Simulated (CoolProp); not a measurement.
Vapour pressure (MPa) of R114: the reference equation beside estimates from Tc = 420.6 K, pc = 3.352 MPa, ω = 0.252.

Model: reference Helmholtz-energy equation of state, Platzer 1990, in CoolProp. This equation is an older, rougher fit; its heat capacities, sound speeds and derivatives of the liquid may be far off and weren't checked against measurements.

```csv
T (K),reference,Lee-Kesler,Redlich-Kwong
305.9,0.2731,0.2710,0.4015
310.3,0.3115,0.3094,0.4497
314.7,0.3537,0.3519,0.5020
319.2,0.4013,0.3996,0.5596
323.6,0.4523,0.4508,0.6204
328,0.5080,0.5067,0.6856
332.4,0.5688,0.5676,0.7554
336.9,0.6363,0.6353,0.8317
341.3,0.7079,0.7070,0.9114
345.7,0.7854,0.7845,0.9961
350.2,0.8710,0.8700,1.088
354.6,0.9611,0.9602,1.184
359,1.058,1.057,1.284
```

Absolute difference from the reference over all 13 rows, mean and median: Lee-Kesler 0.3 and 0.2 %, Redlich-Kwong 33.3 and 32.8 %.
